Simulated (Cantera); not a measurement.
Input (Python, Cantera) and output of one run.

```python
import numpy as np
import cantera as ct

gas_names = """
    AL ALCL ALCL2 ALCL3 ALH AL2 AL2CL6 CL CL2 H HCL H2
""".split()
cond_names = """
    AL(cr) AL(L) ALCL3(s) ALCL3(L)
""".split()


# ... load() reads the species with a 1 bar reference pressure and builds the phases ...
atoms = {
    'Al': {'AL': 1},
    'Cl2': {'CL': 2},
    'H2': {'H': 2},
}
top_T = {}  # K; cautious upper limits of use, not melting points


# ... equilibrate(T, P, feed) seeds the gas with the atoms and calls Mixture.equilibrate('TP', solver="vcs", rtol=1e-11, max_steps=5000) ...
results = []
T = 748  # K
P = 9.1  # Pa
for m in [0.57, 0.73, 0.93, 1.2, 1.5, 2, 2.5, 3.2, 4.1, 5.3, 6.8, 8.7]:
    feed = {'Al': 1, 'Cl2': m, 'H2': 0.64}  # mol
    mix = equilibrate(T, P, feed)
    results.append((T, P, feed, dict(zip(mix.species_names, mix.species_moles))))

top = {s: max(r[3][s] / sum(r[3][g] for g in gas_names) for r in results) for s in gas_names}
cols = sorted((s for s in top if top[s] > 1e-05), key=lambda s: -top[s])[:8]
seen = [c for c in cond_names if any(r[3].get(c, 0) > 1e-12 for r in results)]
print("log10 of partial pressures in bar; condensed amounts in mol")
print(f"{'n(Cl2)':>10s}" + "".join(f"{s[:9]:>10s}" for s in cols + seen))
for T, P, feed, n in results:
    ng = sum(n[g] for g in gas_names)
    print(f"{feed['Cl2']:10.4g}" + "".join(f"{np.log10(max(n[s] / ng * P / 1e5, 1e-99)):10.3f}" for s in cols)
          + "".join(f"{n.get(c, 0):10.4g}" for c in seen))
```

Output:

```
log10 of partial pressures in bar; condensed amounts in mol
    n(Cl2)       CL2        H2     ALCL3       HCL      ALCL     ALCL2    AL2CL6        CL    AL(cr)
      0.57   -28.480    -4.246    -4.476    -9.444    -6.174    -7.037    -7.889   -19.830    0.6146
      0.73   -28.437    -4.289    -4.412    -9.444    -6.153    -6.994    -7.760   -19.808    0.5071
      0.93   -28.400    -4.338    -4.355    -9.449    -6.134    -6.956    -7.647   -19.789    0.3727
       1.2   -28.364    -4.396    -4.302    -9.461    -6.116    -6.921    -7.541   -19.772    0.1912
       1.5   -25.572    -4.450    -4.256    -8.092    -8.862    -8.271    -7.449   -18.376         0
         2   -17.356    -5.225    -4.372    -4.371   -17.194   -12.495    -7.680   -14.268         0
       2.5    -4.906   -17.643    -4.463    -4.355   -29.735   -18.811    -7.863    -8.043         0
       3.2    -4.539   -18.214    -4.565    -4.457   -30.204   -19.097    -8.067    -7.859         0
       4.1    -4.376   -18.585    -4.669    -4.561   -30.471   -19.282    -8.274    -7.778         0
       5.3    -4.277   -18.901    -4.777    -4.669   -30.678   -19.440    -8.490    -7.728         0
       6.8    -4.214   -19.175    -4.882    -4.775   -30.847   -19.577    -8.702    -7.697         0
       8.7    -4.171   -19.429    -4.988    -4.880   -30.995   -19.704    -8.912    -7.675         0
```

Method: chemical equilibrium by Gibbs-energy minimisation in Cantera with the NASA 1993 tables (ideal gas, pure condensed phases). The tables' values for AlCl2 are old estimates; treat these amounts as uncertain.
